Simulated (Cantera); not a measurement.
Charge: 1 mol SiHCl3, 0.15 mol NH3, equilibrated at 502 °C.

Cantera equilibrium calculation (NASA polynomials, part measured and part estimated; ideal gas, pure solids and liquids). Candidate condensed phases: NH4Cl, Si, Si3N4; 28 gas species. The tables' values for SiCl3 are old estimates; treat these amounts as uncertain. Equilibrium is a limit: real reactors are often held back by kinetics, nucleation or transport.

x: gas mole fraction; n: condensed amount in mol.

| P (Pa) | x SiCl4 | x H2 | x SiHCl3 | x HCl | x SiH2Cl2 | x SiCl3 | x SiCl2 | n Si(s) | n Si3N4(s) |
|---|---|---|---|---|---|---|---|---|---|
| 5 | 0.495 | 0.479 | 0.0123 | 0.0125 | 2.36e-5 | 0.00103 | … | 0.137 | 0.0375 |
| 15 | 0.494 | 0.479 | 0.0162 | 0.00948 | 4.08e-5 | 0.000785 | … | 0.135 | 0.0375 |
| 45 | 0.492 | 0.479 | 0.0212 | 0.00719 | 7.05e-5 | 0.000594 | … | 0.132 | 0.0375 |
| 140 | 0.489 | 0.477 | 0.0280 | 0.00540 | 0.000124 | 0.000445 | … | 0.129 | 0.0375 |
| 410 | 0.484 | 0.475 | 0.0363 | 0.00410 | 0.000209 | 0.000338 | … | 0.125 | 0.0375 |
| 1200 | 0.478 | 0.472 | 0.0468 | 0.00312 | 0.000353 | 0.000256 | … | 0.121 | 0.0375 |
| 3700 | 0.469 | 0.467 | 0.0609 | 0.00233 | 0.000609 | 0.000191 | … | 0.116 | 0.0375 |
| 11000 | 0.459 | 0.460 | 0.0780 | 0.00175 | 0.00102 | 0.000143 | … | 0.109 | 0.0375 |
| 33000 | 0.445 | 0.452 | 0.0995 | 0.00131 | 0.00171 | 0.000106 | … | 0.101 | 0.0375 |
| 100000 | 0.429 | 0.441 | 0.126 | 0.000971 | 0.00286 | 7.81e-5 | … | 0.0907 | 0.0375 |

Task: Complete the blanks.

Result: 
- 5, x SiCl2: 0.000307
- 15, x SiCl2: 0.000177
- 45, x SiCl2: 0.000102
- 140, x SiCl2: 5.76e-5
- 410, x SiCl2: 3.35e-5
- 1200, x SiCl2: 1.95e-5
- 3700, x SiCl2: 1.10e-5
- 11000, x SiCl2: 6.30e-6
- 33000, x SiCl2: 3.58e-6
- 100000, x SiCl2: 2.02e-6
